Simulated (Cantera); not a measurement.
# Ignition delay

Mixture: 10.1 % CH₄, 0.897 % CO, 25.4 % O₂, 63.6 % N₂, equivalence ratio 0.81, at 10.0 bar, adiabatic and at constant volume. Ignition delay is the time to a rise of 400 K.

Detailed kinetics in Cantera: GRI-Mech 3.0 (53 species, 325 reactions).

```json
[
 {"T0 (K)": "1100", "delay (ms)": "13.4"},
 {"T0 (K)": "1200", "delay (ms)": "3.27"},
 {"T0 (K)": "1300", "delay (ms)": "0.952"},
 {"T0 (K)": "1400", "delay (ms)": "0.316"},
 {"T0 (K)": "1500", "delay (ms)": "0.118"},
 {"T0 (K)": "1600", "delay (ms)": "0.0485"},
 {"T0 (K)": "1700", "delay (ms)": "0.0221"}
]
```

* **apparent activation energy between 1500 and 1700 K**: 180 kJ/mol
